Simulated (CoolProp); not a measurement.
Model: reference Helmholtz-energy equation of state, Lemmon 2006, in CoolProp. It is a short technical equation, of lower accuracy than the large ones.

Give the vapour pressure (MPa), liquid density (kg/m³), enthalpy of vaporisation (kJ/kg), liquid cp (kJ/(kg K)) of saturated acetone at 418.2 K.


```
T (K)  p (MPa)  liquid density (kg/m³)  enthalpy of vaporisation (kJ/kg)  liquid cp (kJ/(kg K))
-----  -------  ----------------------  --------------------------------  ---------------------
418.2     1.04                     627                               381                   2.63
```
